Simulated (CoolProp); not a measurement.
Saturation properties of propyne.

The numbers come from the reference Helmholtz-energy equation of state, Polt 1992 in CoolProp. This equation is an older, rougher fit; its heat capacities, sound speeds and derivatives of the liquid may be far off and weren't checked against measurements.

| T (K) | p (MPa) | liquid density (kg/m³) | vapour density (kg/m³) |
|---|---|---|---|
| 283.1 | 0.3687 | 635.7 | 6.827 |
| 291.7 | 0.4815 | 621.8 | 8.807 |
| 300.3 | 0.6195 | 607.9 | 11.23 |
| 308.8 | … | … | … |
| 317.4 | … | 579.4 | 17.70 |
| 326 | 1.217 | 564.3 | 22.01 |
| 334.6 | 1.492 | … | 27.22 |
| 343.1 | 1.808 | … | 33.46 |
| 351.7 | 2.177 | … | 41.15 |

Task: Some entries are withheld; supply them.

Result: 
- 308.8, p (MPa): 0.7839
- 308.8, liquid density (kg/m³): 593.9
- 308.8, vapour density (kg/m³): 14.14
- 317.4, p (MPa): 0.9824
- 334.6, liquid density (kg/m³): 548.5
- 343.1, liquid density (kg/m³): 532.0
- 351.7, liquid density (kg/m³): 514.1
